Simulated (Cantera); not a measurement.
An isothermal, constant-pressure homogeneous reactor starts with NO : N2 = 1 : 0.22 (molar parts), at 2125 K and 16000 Pa. Integrator tolerance rtol = 1e-08.

Model: GRI-Mech 3.0 (53 species, 325 reactions), integrated in Cantera.

```tsv
quantity	before	after
x(NO) at 60.0 s	0.0126 (gas-phase equilibrium 0.0126)	0.362 (gas-phase equilibrium 0.00316)
x(O2) at 60.0 s	0.402 (gas-phase equilibrium 0.402)	0.229 (gas-phase equilibrium 0.408)
x(N2) at 60.0 s	0.583 (gas-phase equilibrium 0.583)	0.409 (gas-phase equilibrium 0.589)
x(NO2) at 60.0 s	9.89e-6 (gas-phase equilibrium 9.89e-6)	0.000501 (gas-phase equilibrium 5.88e-6)
x(N2O) at 60.0 s	2.43e-7 (gas-phase equilibrium 2.43e-7)	4.34e-5 (gas-phase equilibrium 6.42e-8)
```

What was changed between the two runs?
A) temperature 2125 to 1525 K
B) temperature 2125 to 1673 K
C) temperature 2125 to 1523 K
D) temperature 2125 to 1823 K

B, temperature 2125 to 1673 K
